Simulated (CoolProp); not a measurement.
Saturation properties of diethyl ether.

Model: reference Helmholtz-energy equation of state, Thol 2014, in CoolProp.

```json
[
 {"T (K)": "312", "p (bar)": "___", "vapour density (kg/m³)": "3.558", "enthalpy of vaporisation (kJ/kg)": "354.3", "liquid cp (kJ/(kg K))": "2.384", "surface tension (mN/m)": "14.9"},
 {"T (K)": "322.1", "p (bar)": "1.651", "vapour density (kg/m³)": "4.880", "enthalpy of vaporisation (kJ/kg)": "345.1", "liquid cp (kJ/(kg K))": "2.423", "surface tension (mN/m)": "13.7"},
 {"T (K)": "332.2", "p (bar)": "2.253", "vapour density (kg/m³)": "6.560", "enthalpy of vaporisation (kJ/kg)": "335.5", "liquid cp (kJ/(kg K))": "2.464", "surface tension (mN/m)": "12.5"},
 {"T (K)": "342.3", "p (bar)": "3.010", "vapour density (kg/m³)": "8.662", "enthalpy of vaporisation (kJ/kg)": "325.5", "liquid cp (kJ/(kg K))": "2.508", "surface tension (mN/m)": "11.4"},
 {"T (K)": "352.3", "p (bar)": "3.937", "vapour density (kg/m³)": "11.24", "enthalpy of vaporisation (kJ/kg)": "315.0", "liquid cp (kJ/(kg K))": "2.554", "surface tension (mN/m)": "10.3"},
 {"T (K)": "362.4", "p (bar)": "5.076", "vapour density (kg/m³)": "14.43", "enthalpy of vaporisation (kJ/kg)": "303.7", "liquid cp (kJ/(kg K))": "2.605", "surface tension (mN/m)": "9.14"},
 {"T (K)": "372.5", "p (bar)": "6.446", "vapour density (kg/m³)": "18.32", "enthalpy of vaporisation (kJ/kg)": "291.8", "liquid cp (kJ/(kg K))": "2.661", "surface tension (mN/m)": "8.05"},
 {"T (K)": "382.6", "p (bar)": "8.074", "vapour density (kg/m³)": "23.06", "enthalpy of vaporisation (kJ/kg)": "278.9", "liquid cp (kJ/(kg K))": "2.723", "surface tension (mN/m)": "___"},
 {"T (K)": "392.7", "p (bar)": "9.989", "vapour density (kg/m³)": "28.83", "enthalpy of vaporisation (kJ/kg)": "265.1", "liquid cp (kJ/(kg K))": "2.795", "surface tension (mN/m)": "5.94"},
 {"T (K)": "402.8", "p (bar)": "12.22", "vapour density (kg/m³)": "35.89", "enthalpy of vaporisation (kJ/kg)": "249.9", "liquid cp (kJ/(kg K))": "2.880", "surface tension (mN/m)": "4.93"},
 {"T (K)": "412.9", "p (bar)": "14.81", "vapour density (kg/m³)": "___", "enthalpy of vaporisation (kJ/kg)": "233.2", "liquid cp (kJ/(kg K))": "2.986", "surface tension (mN/m)": "3.96"},
 {"T (K)": "423", "p (bar)": "17.78", "vapour density (kg/m³)": "55.53", "enthalpy of vaporisation (kJ/kg)": "214.4", "liquid cp (kJ/(kg K))": "3.127", "surface tension (mN/m)": "3.03"}
]
```

Complete the blanks.


- 312, p (bar): 1.181
- 382.6, surface tension (mN/m): 6.98
- 412.9, vapour density (kg/m³): 44.60

It boils at 307.6 K under 1 atm.

Surface tension comes from a separate correlation (Mulero 2014).
